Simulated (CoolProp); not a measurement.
The fluid at 293.15 K and 3.64 MPa flows at 0.99 m/s in a round tube of 1 mm bore and 0.25 µm roughness, fully developed (64/Re and Nu = 3.66 if laminar; Colebrook and Gnielinski if turbulent). The same conditions are run with several fluids, on thermodynamics alone (safety and materials aside).

The numbers come from the reference Helmholtz-energy equation of state of each fluid (C3F8 (R218): Lemmon 2006; o-xylene: Zhou 2012; n-heptane: Span 2003) in CoolProp.

Task: Rank C3F8 (R218), o-xylene, n-heptane by Reynolds number, highest first.

Result: C3F8 (R218) (6800), n-heptane (1590), o-xylene (1040)

| fluid | Darcy friction factor | pressure drop (Pa/m) | heat-transfer coefficient (W/(m² K)) | mass flow (kg/h) |
|---|---|---|---|---|
| C3F8 (R218) | 0.0346 | 23600 | 2280 | 3.89 |
| o-xylene | 0.0613 | 26500 | 487 | 2.47 |
| n-heptane | 0.0403 | 13600 | 459 | 1.92 |

Transport values come from each fluid's own correlations; those of C3F8 (R218) are estimates that may be off by 10 % or more.
